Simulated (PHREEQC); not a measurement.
**Acid rinse or clean: an equilibrium model**

A solution holds 14 mmol/kgw HCl, 0.34 mmol/kgw ZnSO4 and 2.3 mmol/kgw MnSO4, at 25 °C. Closed to the air; pH follows from the charge balance.

All values are PHREEQC results (ion-association model, phreeqc.dat), not measurements.

| Property | Result |
|---|---|
| pH | 1.94 |
| ionic strength | 0.0215 mol/kgw |
| specific conductance | 5500 µS/cm |
| total alkalinity | -14.0 meq/kg |

| species | molality | activity | log γ |
|---|---|---|---|
| Cl- | 0.0139 | 0.0120 | -0.063 |
| H+ | 0.0130 | 0.0115 | -0.052 |
| Mn+2 | 0.00206 | 0.00121 | -0.232 |
| SO4-2 | 0.00140 | 0.000802 | -0.242 |
| HSO4- | 0.00103 | 0.000897 | -0.062 |
| Zn+2 | 0.000301 | 0.000173 | -0.241 |
| MnSO4 | 0.000171 | 0.000172 | 0.002 |
| MnCl+ | 6.80e-5 | 5.92e-5 | -0.060 |
| ZnSO4 | 3.23e-5 | 3.25e-5 | 0.002 |
| ZnCl+ | 6.46e-6 | 5.59e-6 | -0.063 |
| Zn(SO4)2-2 | 3.75e-7 | 2.12e-7 | -0.248 |
| MnCl2 | 3.09e-7 | 3.11e-7 | 0.002 |
| ZnCl2 | 7.01e-8 | 7.05e-8 | 0.002 |
| MnCl3- | 1.18e-9 | 1.03e-9 | -0.060 |
| ZnCl3- | 1.10e-9 | 9.52e-10 | -0.063 |

No solid was allowed to form. Complexes and solids missing from the database can't appear.
